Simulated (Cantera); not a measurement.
A perfectly stirred reactor is fed with 5.03 % H2, 95.0 % O2, at 2670 Pa; it is held at 1375 K, and followed from long to short residence time.

Detailed kinetics in Cantera: the H2/O2 subset of GRI-Mech 3.0, which has no nitrogen chemistry. Radical loss at walls, strong at low pressure, is not modelled. The temperature is held fixed by assumption; the heat of reaction is taken as removed at once.

Problem. Predict: x(H2) at τ = 3.50 s; x(O2) at τ = 3.50 s; x(OH) at τ = 3.50 s; x(H2O2) at τ = 3.50 s; x(H2O) at τ = 3.50 s; x(H2) at τ = 32.0 ms; x(O2) at τ = 32.0 ms; x(OH) at τ = 32.0 ms; x(H2O2) at τ = 32.0 ms; x(H2O) at τ = 32.0 ms.

Solution. x(H2) at τ = 3.50 s: 3.96e-5
x(O2) at τ = 3.50 s: 0.947
x(OH) at τ = 3.50 s: 0.000984
x(H2O2) at τ = 3.50 s: 3.05e-8
x(H2O) at τ = 3.50 s: 0.0510
x(H2) at τ = 32.0 ms: 0.000628
x(O2) at τ = 32.0 ms: 0.930
x(OH) at τ = 32.0 ms: 0.00399
x(H2O2) at τ = 32.0 ms: 1.02e-7
x(H2O) at τ = 32.0 ms: 0.0475
